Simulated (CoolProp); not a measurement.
Properties of water along the isotherm 382.65 °C.

Values from CoolProp's reference Helmholtz-energy equation of state, Wagner 2002.

| p (kPa) | phase | density (kg/m³) | cp (kJ/(kg K)) | cv (kJ/(kg K)) | viscosity (µPa s) | conductivity (mW/(m K)) |
|---|---|---|---|---|---|---|
| 6250 | gas | 22.91 | 2.671 | 1.856 | 23.6 | 61.1 |
| 12500 | gas | 53.09 | 3.937 | 2.263 | 23.9 | 74.8 |
| 18800 | gas | 102.4 | 7.608 | 2.894 | 25.2 | 108 |
| 25000 | supercritical | 396.8 | 42.08 | 3.578 | 47.2 | 402 |
| 31200 | supercritical | 531.2 | 9.767 | 3.041 | 61.7 | 424 |
| 37500 | supercritical | 574.1 | 7.554 | 2.947 | 67.0 | 449 |
| 43800 | supercritical | 602.1 | 6.644 | 2.905 | 70.6 | 468 |
| 50000 | supercritical | 623.2 | 6.131 | 2.881 | 73.5 | 483 |
| 56200 | supercritical | 640.5 | 5.788 | 2.864 | 76.0 | 497 |
| 62500 | supercritical | 655.6 | 5.535 | 2.852 | 78.2 | 509 |
| 68800 | supercritical | 668.7 | 5.341 | 2.844 | 80.2 | 521 |
| 75000 | supercritical | 680.3 | 5.188 | 2.837 | 82.0 | 531 |
| 81200 | supercritical | 690.8 | 5.063 | 2.832 | 83.7 | 541 |
| 87500 | supercritical | 700.7 | 4.955 | 2.828 | 85.4 | 550 |
| 93800 | supercritical | 709.7 | 4.863 | 2.825 | 86.9 | 560 |
| 100000 | supercritical | 718.1 | 4.785 | 2.823 | 88.4 | 568 |

The peak of cp marks the crossing from liquid-like to gas-like fluid above the critical point.

Viscosity comes from a separate model (Huber 2009). Thermal conductivity comes from a separate model (Huber 2012).
